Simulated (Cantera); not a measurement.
Equilibrium for fluorocarbon and chlorocarbon gases: CF₄ + HCl + H₂

A closed system holds: 1 mol CF₄, 0.011 mol HCl, 9.9 mol H₂, equilibrated at 0.240 bar.

These are equilibrium values from Cantera (NASA tables, ideal gas, pure condensed phases), not measurements of a reactor. Candidate condensed phases: C, C₆H₆, C₇H₈, C₈H₁₈; 118 gas species. Equilibrium is a limit: real reactors are often held back by kinetics, nucleation or transport.

From 2098 K to 2998 K the condensed part is C(graphite). From 3098 K to 3198 K nothing is condensed. The main C-bearing gas is C₂H₂ (acetylene) throughout.

```json
[
 {"T (K)": "2098", "log p H₂": "-0.80", "log p H": "-2.91", "log p HF": "-1.09", "log p C₂H₂ (acetylene)": "-3.65", "log p C₂H": "-7.35", "log p C₃": "-9.56", "log p F": "-6.43", "n C(graphite)": "0.977"},
 {"T (K)": "2198", "log p H₂": "-0.80", "log p H": "-2.66", "log p HF": "-1.10", "log p C₂H₂ (acetylene)": "-3.40", "log p C₂H": "-6.72", "log p C₃": "-8.63", "log p F": "-6.02", "n C(graphite)": "0.960"},
 {"T (K)": "2298", "log p H₂": "-0.81", "log p H": "-2.42", "log p HF": "-1.10", "log p C₂H₂ (acetylene)": "-3.18", "log p C₂H": "-6.14", "log p C₃": "-7.79", "log p F": "-5.64", "n C(graphite)": "0.933"},
 {"T (K)": "2398", "log p H₂": "-0.82", "log p H": "-2.21", "log p HF": "-1.10", "log p C₂H₂ (acetylene)": "-2.98", "log p C₂H": "-5.61", "log p C₃": "-7.02", "log p F": "-5.29", "n C(graphite)": "0.892"},
 {"T (K)": "2498", "log p H₂": "-0.83", "log p H": "-2.02", "log p HF": "-1.10", "log p C₂H₂ (acetylene)": "-2.79", "log p C₂H": "-5.13", "log p C₃": "-6.32", "log p F": "-4.98", "n C(graphite)": "0.835"},
 {"T (K)": "2598", "log p H₂": "-0.84", "log p H": "-1.84", "log p HF": "-1.11", "log p C₂H₂ (acetylene)": "-2.63", "log p C₂H": "-4.69", "log p C₃": "-5.67", "log p F": "-4.68", "n C(graphite)": "0.755"},
 {"T (K)": "2698", "log p H₂": "-0.86", "log p H": "-1.68", "log p HF": "-1.11", "log p C₂H₂ (acetylene)": "-2.49", "log p C₂H": "-4.28", "log p C₃": "-5.07", "log p F": "-4.41", "n C(graphite)": "0.649"},
 {"T (K)": "2798", "log p H₂": "-0.89", "log p H": "-1.53", "log p HF": "-1.12", "log p C₂H₂ (acetylene)": "-2.36", "log p C₂H": "-3.91", "log p C₃": "-4.51", "log p F": "-4.15", "n C(graphite)": "0.510"},
 {"T (K)": "2898", "log p H₂": "-0.92", "log p H": "-1.40", "log p HF": "-1.13", "log p C₂H₂ (acetylene)": "-2.26", "log p C₂H": "-3.57", "log p C₃": "-4.00", "log p F": "-3.91", "n C(graphite)": "0.328"},
 {"T (K)": "2998", "log p H₂": "-0.96", "log p H": "-1.29", "log p HF": "-1.15", "log p C₂H₂ (acetylene)": "-2.17", "log p C₂H": "-3.26", "log p C₃": "-3.52", "log p F": "-3.68", "n C(graphite)": "0.0840"},
 {"T (K)": "3098", "log p H₂": "-1.01", "log p H": "-1.18", "log p HF": "-1.16", "log p C₂H₂ (acetylene)": "-2.20", "log p C₂H": "-3.07", "log p C₃": "-3.22", "log p F": "-3.46", "n C(graphite)": "0"},
 {"T (K)": "3198", "log p H₂": "-1.07", "log p H": "-1.09", "log p HF": "-1.18", "log p C₂H₂ (acetylene)": "-2.29", "log p C₂H": "-2.96", "log p C₃": "-3.02", "log p F": "-3.26", "n C(graphite)": "0"}
]
```
log p: log10 of the partial pressure in bar; n: condensed amount in mol.
